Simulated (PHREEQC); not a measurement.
Dissolve 0.0042 mol HCl, 0.05 mol Li2SO4 and 0.0029 mol MgSO4 per kg of water at 25 °C. Closed to the air; pH follows from the charge balance.

Model: ion-association model, phreeqc.dat, run in PHREEQC.

Precipitation was switched off in this run.

### Question
Predict the pH.

### Answer
pH 2.86.

### Question
In which forms is Li present?

### Answer
Li+ 94 %, LiSO4- 5.9 % of the Li.
